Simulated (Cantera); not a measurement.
A diamond (100) surface in a fixed gas of H2 with x(CH4) = 0.004, x(H) = 0.013, x(CH3) = 2.8e-05, 13.5 Torr; coverages are run to steady state.

Model: the Harris–Goodwin 1993 mechanism for the reconstructed diamond (100) surface, integrated in Cantera.

θ: site fractions in the mechanism's names (c6HH fully hydrogenated, c6H* and c6*H radical sites, c6** diradical, c6HM methylated).

```json
[
 {"T (K)": "900", "growth (µm/h)": "0.158", "θ c6HH": "0.690", "θ c6H*": "0.0105", "θ c6*H": "0.292", "θ c6**": "0.00439", "θ c6HM": "0.00182"},
 {"T (K)": "975", "growth (µm/h)": "?", "θ c6HH": "?", "θ c6H*": "?", "θ c6*H": "?", "θ c6**": "?", "θ c6HM": "?"},
 {"T (K)": "1050", "growth (µm/h)": "0.294", "θ c6HH": "0.552", "θ c6H*": "0.0230", "θ c6*H": "0.410", "θ c6**": "0.0136", "θ c6HM": "0.000848"},
 {"T (K)": "1125", "growth (µm/h)": "0.270", "θ c6HH": "0.492", "θ c6H*": "0.0305", "θ c6*H": "0.456", "θ c6**": "0.0211", "θ c6HM": "0.000435"},
 {"T (K)": "1200", "growth (µm/h)": "0.172", "θ c6HH": "0.439", "θ c6H*": "0.0385", "θ c6*H": "0.492", "θ c6**": "0.0305", "θ c6HM": "0.000146"},
 {"T (K)": "1275", "growth (µm/h)": "0.115", "θ c6HH": "?", "θ c6H*": "?", "θ c6*H": "0.519", "θ c6**": "?", "θ c6HM": "?"},
 {"T (K)": "1350", "growth (µm/h)": "0.107", "θ c6HH": "0.353", "θ c6H*": "0.0546", "θ c6*H": "0.537", "θ c6**": "0.0545", "θ c6HM": "9.44e-6"}
]
```

Task: Complete the blanks.

Result: 
- 975, growth (µm/h): 0.233
- 975, θ c6HH: 0.619
- 975, θ c6H*: 0.0162
- 975, θ c6*H: 0.355
- 975, θ c6**: 0.00814
- 975, θ c6HM: 0.00128
- 1275, θ c6HH: 0.393
- 1275, θ c6H*: 0.0466
- 1275, θ c6**: 0.0417
- 1275, θ c6HM: 3.80e-5
